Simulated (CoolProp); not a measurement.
A simple Rankine cycle with propane: condensing at 294.15 K, boiler at 3.5 MPa, turbine inlet 361.2 K, turbine efficiency 0.9, pump efficiency 0.6, no recuperator. Each further row changes one setting.

The numbers come from the reference Helmholtz-energy equation of state, Lemmon 2009 in CoolProp.

| case | thermal efficiency (%) | net work (kJ/kg) | heat in (kJ/kg) | turbine exit temperature (K) | volume ratio over the turbine |
|---|---|---|---|---|---|
| as stated | 11.7 | 43.6 | 372 | 294.1 | (withheld) |
| turbine inlet 381.2 K | (withheld) | 55.7 | (withheld) | 317.3 | (withheld) |
| condensing temperature 286.15 K | (withheld) | 51.7 | (withheld) | 286.2 | 6.15 |
| boiler pressure 2.45 MPa | 10.1 | 43.2 | 428 | 315.9 | 2.95 |
| turbine efficiency 0.8 | 10.2 | 37.8 | 372 | 294.1 | (withheld) |

### Question
Some entries are withheld; supply them.

### Answer

- as stated, volume ratio over the turbine: 4.96
- turbine inlet 381.2 K, thermal efficiency (%): 12.6
- turbine inlet 381.2 K, heat in (kJ/kg): 443
- turbine inlet 381.2 K, volume ratio over the turbine: 4.39
- condensing temperature 286.15 K, thermal efficiency (%): 13.2
- condensing temperature 286.15 K, heat in (kJ/kg): 393
- turbine efficiency 0.8, volume ratio over the turbine: 5.05

The expansion ends wet for: as stated; condensing temperature 286.15 K; turbine efficiency 0.8.
